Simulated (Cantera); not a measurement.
Input: 1 mol C₂F₆, 0.43 mol HCl, equilibrated at 0.00250 bar.

Cantera equilibrium calculation (NASA polynomials, part measured and part estimated; ideal gas, pure solids and liquids). Candidate condensed phases: C, C₆H₆, C₇H₈, C₈H₁₈; 118 gas species. The feed counts by its element totals alone. Gases not in the tables: C₂F₆ and larger saturated fluorocarbons. Kinetics and transport are ignored.

Over these rows the condensed part is C(graphite). Partial pressures as log10 of bar:

```tsv
T (K)	1000/T (1/K)	log p HCl	log p CF₄	log p HF	log p Cl	log p Cl₂
1125	0.8889	-3.94	-2.76	-3.38	-4.55	-3.73
1225	0.8163	-4.12	-2.77	-3.35	-4.09	-3.76
1325	0.7547	-4.33	-2.78	-3.33	-3.75	-3.87
1425	0.7018	?	-2.79	-3.33	-3.52	-4.11
1525	0.6557	-4.89	-2.80	-3.33	-3.40	-4.47
1625	0.6154	-5.21	-2.81	-3.32	-3.35	-4.91
```

Q: Fit log p(HCl) = a + b·(1000/T) to the five rows, give the apparent enthalpy, and predict the row at 1425 K.

A: Means: 1000/T = 0.7462, log p = -4.498. Sxy = 0.236158, Sxx = 0.0506484, so b = 4.66 and a = -4.498 − (4.66)×0.7462 = -7.98.
Apparent enthalpy: −19.145 × (4.66) = -89 kJ/mol. With the condensed phases at unit activity, 1/4 C(graphite) + HF(g) + Cl(g) = HCl(g) + 1/4 CF₄(g) links this pressure to the main gases: over the six rows their terms move log p by +1.27 in all, so the slope isn't that reaction's ΔH° alone. The five rows lie within 0.13 of the line; that is curvature, so one enthalpy describes this range poorly.
Prediction at 1425 K: -7.98 + (4.66)×0.7018 = -4.71. The computed value is -4.58, 0.13 from the line.
